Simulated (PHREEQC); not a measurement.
HNO3 is added in steps, without added water, to 1 kg of water holding 0.022 mol MgCl2, 3.6e-06 mol CO2 and 0.024 mol KCl, at 25 °C. Oxygen is held at 0.21 atm. CO2 from the air is kept out. Only these solids could form: Sylvite.

Base run: PHREEQC, ion-association model, phreeqc.dat. Each further column changes one thing. The table gives HCO3- (mol/kgw).

```
HNO3 added (mol)      base  KCl left out  MgCl2 from 0.022 to 0.0022 mol/kgw  diluted 10-fold with water  no solid may form
----------------  --------  ------------  ----------------------------------  --------------------------  -----------------
0                  1.17e-6       1.15e-6                             1.18e-6                     2.29e-7            1.17e-6
0.000625           3.96e-9       3.79e-9                             3.46e-9                    3.09e-10            3.96e-9
0.001125           2.20e-9       2.11e-9                             1.92e-9                    1.73e-10            2.20e-9
0.00175            1.42e-9       1.36e-9                             1.24e-9                    1.12e-10            1.42e-9
0.00225            1.10e-9       1.06e-9                            9.66e-10                    8.71e-11            1.10e-9
0.002875          8.64e-10      8.29e-10                            7.58e-10                    6.85e-11           8.64e-10
0.003375          7.37e-10      7.07e-10                            6.47e-10                    5.85e-11           7.37e-10
0.004             6.22e-10      5.97e-10                            5.47e-10                    4.96e-11           6.22e-10
```
